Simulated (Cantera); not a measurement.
Ignition delay

Mixture: CH4 : C2H6 : C3H8 : O2 : N2 : H2O = 1 : 0.11 : 0.086 : 3.09 : 11.6 : 0.53 (molar parts), equivalence ratio 0.91, at 380000 Pa, adiabatic and at constant pressure. Ignition delay is the time to a rise of 400 K.

Computed with Cantera and GRI-Mech 3.0 (53 species, 325 reactions).

```
T0 (K)  delay (ms)
------  ----------
1100          7.40
1175          2.63
1250          1.01
1325         0.412
1400         0.180
1475        0.0855
1550        0.0443
1625        0.0250
1700        0.0152
```

```
Quantity                                                Result
--------------------------------------------------  ----------
apparent activation energy between 1550 and 1700 K  160 kJ/mol
```
